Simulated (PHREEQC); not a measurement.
Acid mine or pickling water (model solution)

Model water analysis in mg/kgw, 60 °C, pH 2.06, pe 9.6:

```
constituent  mg/kgw
-----------  ------
Na             76.5
K            0.0124
Ca              476
Mg             3.44
Cl              176
S(6) as SO4    1980
Mn(2)         0.237
```

Na is adjusted to close the charge balance.
Valence states are taken as typed.

Model: ion-association model, wateq4f.dat, run in PHREEQC.

- ionic strength: 0.0455 mol/kgw
- total alkalinity: -19.4 meq/kg

| species | molality | activity | log γ |
|---|---|---|---|
| H+ | 0.0103 | 0.00871 | -0.071 |
| HSO4- | 0.00871 | 0.00711 | -0.088 |
| Ca+2 | 0.00800 | 0.00369 | -0.336 |
| SO4-2 | 0.00790 | 0.00357 | -0.345 |
| Cl- | 0.00496 | 0.00401 | -0.093 |
| CaSO4 | 0.00349 | 0.00352 | 0.005 |
| Na+ | 0.00273 | 0.00223 | -0.087 |

This is a speciation only: nothing precipitates in the calculation. Species that the database lacks are ignored. Constants without temperature data keep their 25 °C values here.
